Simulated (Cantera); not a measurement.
Input: 1 mol Fe, 25 mol CO2, 94 mol H2, 10 mol NH3, equilibrated at 1748 K and 1000000 Pa.

These are equilibrium values from Cantera (NASA tables, ideal gas, pure condensed phases), not measurements of a reactor. Candidate condensed phases: C, C6H6, C7H8, C8H18, Fe, Fe(CO)5, FeO, Fe(OH)2, Fe(OH)3, Fe2O3, Fe3O4, H2O; 140 gas species. Rates play no part.

Base state: H2 0.617, CO 0.167, H2O 0.167, N2 0.0360, CO2 0.0126, H 5.67e-5, NH3 3.00e-5, Fe(OH)2 1.05e-5 (mole fractions); condensed: Fe(δ).

Question: What changes in the equilibrium state with this change: temperature from 1748 K to 948 K?

Answer: 
```csv
species,before,after
H2,0.617,0.412
H2O,0.167,0.311
CH4,8.03e-6,0.141
CO,0.167,0.0378
CO2,0.0126,0.0517
N2,0.0360,0.0459
Fe(OH)2,1.05e-5,1.06e-9
H,5.67e-5,<1e-9
NH3,3.00e-5,0.000474
"Fe(δ), mol",0.998,0
"FeO(s), mol",0,1.00
```
The tables' stoichiometric FeO is somewhat more stable than real wüstite, so its field is too wide. FeO: taken at fixed stoichiometry.
